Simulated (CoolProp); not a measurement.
R236FA at several states: density (kg/m³) from the reference equation and from simpler models built on Tc = 124.9 °C, pc = 3.191 MPa, ω = 0.377; each cubic takes its own stable root.

Model: reference Helmholtz-energy equation of state, Pan 2012, in CoolProp.

| T (°C) | p (MPa) | phase | reference |
|---|---|---|---|
| 68.15 | 0.0427 | gas | 2.307 |
| -71.75 | 0.0173 | liquid | 1649 |
| 78.15 | 9.71 | liquid | 1235 |
| 65.15 | 0.0428 | gas | 2.333 |
| -63.25 | 0.0887 | liquid | 1626 |

Problem. How far does each simpler model (Redlich-Kwong, Soave-Redlich-Kwong) lie from the reference over these 5 states: mean and median of the absolute difference, and the worst?

Solution. 
- Redlich-Kwong: mean 8.0 %, median 12.1 %, worst -13.8 % at -71.75 °C and 0.0173 MPa
- Soave-Redlich-Kwong: mean 6.1 %, median 9.1 %, worst -10.7 % at -71.75 °C and 0.0173 MPa
